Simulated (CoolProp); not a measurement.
Vapour-liquid equilibrium of propane (1) + benzene (2) at 315.1 K; x and y are mole fractions of (1).

Computed with CoolProp (multi-fluid Helmholtz-energy mixture model, Lemmon 2009 and Thol 2012; pair parameters Bell 2016).

| x | bubble pressure, mixture model (bar) | bubble pressure, Raoult's law (bar) | y, mixture model | y, Raoult's law |
|---|---|---|---|---|
| 0.05 | 1.490 | 0.9669 | 0.823 | 0.741 |
| 0.2 | 4.317 | 3.075 | 0.941 | 0.931 |
| 0.35 | (withheld) | 5.184 | 0.962 | 0.967 |
| 0.5 | 8.041 | 7.293 | 0.972 | 0.982 |
| 0.65 | 9.633 | 9.401 | 0.980 | 0.990 |
| 0.8 | (withheld) | 11.51 | 0.988 | 0.995 |
| 0.95 | (withheld) | 13.62 | (withheld) | 0.999 |

Question: What belongs in the gaps?

Answer: 
- 0.35, bubble pressure, mixture model (bar): 6.359
- 0.8, bubble pressure, mixture model (bar): 11.35
- 0.95, bubble pressure, mixture model (bar): 13.45
- 0.95, y, mixture model: 0.996

The largest gap from Raoult's law is +54.1 % in bubble pressure, at x = 0.05. No azeotrope shows between x = 0.05 and 0.95.

The pair parameters rest on a limited set of measurements; away from them the model extrapolates. The gap from Raoult's law changes sign with composition, which may be real or a fault of the pair parameters; it wasn't checked against measurements. With so large a gap from Raoult's law the liquid may split in two, which this calculation doesn't test in full.
